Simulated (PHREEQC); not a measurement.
Solution (44 °C): 0.00046 mol/kgw CaSO4, 0.0022 mol/kgw NaF and 0.00014 mol/kgw KCl. Closed to the air; pH follows from the charge balance.

Equilibrium calculation in PHREEQC: ion-association model, wateq4f.dat.

Each row changes one thing in this solution. No solid was allowed to form.

```tsv
case	pH	ionic strength (mol/kgw)	SO4-2 (mol/kgw)	Ca+2 (mol/kgw)	CaSO4 (mol/kgw)	CaF+ (mol/kgw)	SI of Fluorite (CaF2)	SI of Gypsum (CaSO4:2H2O)
as made	7.07	0.00405	0.000431	0.000426	2.47e-5	9.29e-6	+1.54	-2.37
temperature from 44 to 20 °C	___	0.00407	0.000435	0.000433	___	5.61e-6	+1.80	-2.38
NaF from 0.0022 to 0.00022 mol/kgw	6.80	0.00208	0.000430	0.000430	2.89e-5	1.01e-6	-0.41	-2.31
diluted 2-fold with water	6.96	0.00205	0.000221	0.000220	7.61e-6	___	+0.70	-2.89
temperature from 44 to 40 °C	7.11	0.00405	0.000432	0.000427	2.41e-5	8.60e-6	+1.58	-2.38
diluted 10-fold with water	6.80	0.000416	4.55e-5	4.55e-5	4.03e-7	1.20e-7	-1.31	-4.16
KCl from 0.00014 to 0.000154 mol/kgw	7.07	0.00407	0.000431	0.000426	2.47e-5	9.29e-6	+1.54	-2.37
NaF replaced by NaHF2 at the same molality	3.46	0.00441	0.000415	0.000426	2.33e-5	1.08e-5	+1.67	-2.40
CaSO4 from 0.00046 to 4.6e-05 mol/kgw	7.08	0.00252	4.52e-5	4.47e-5	3.03e-7	1.03e-6	+0.60	-4.28
```

Fill in the missing entries.


- temperature from 44 to 20 °C, pH: 7.36
- temperature from 44 to 20 °C, CaSO4 (mol/kgw): 2.10e-5
- diluted 2-fold with water, CaF+ (mol/kgw): 2.59e-6

Species that the database lacks are ignored. Some of these states are supersaturated (in Fluorite, for instance). At this temperature some constants are extrapolated from 25 °C, and those without enthalpy data are left unchanged.
